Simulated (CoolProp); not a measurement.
The numbers come from the reference Helmholtz-energy equation of state, Lemmon and Jacobsen 2000 in CoolProp.

Problem. Give the vapour pressure (MPa), surface tension (mN/m), liquid conductivity (mW/(m K)) of saturated R143a at 249, 280 K.

Solution. 
| T (K) | p (MPa) | surface tension (mN/m) | liquid conductivity (mW/(m K)) |
|---|---|---|---|
| 249 | 0.270 | 10.9 | 91.0 |
| 280 | 0.763 | 6.75 | 77.9 |

Thermal conductivity comes from a separate model (McLinden 2000), an estimate that may be off by 10 % or more. Surface tension comes from a separate correlation (Mulero 2014).
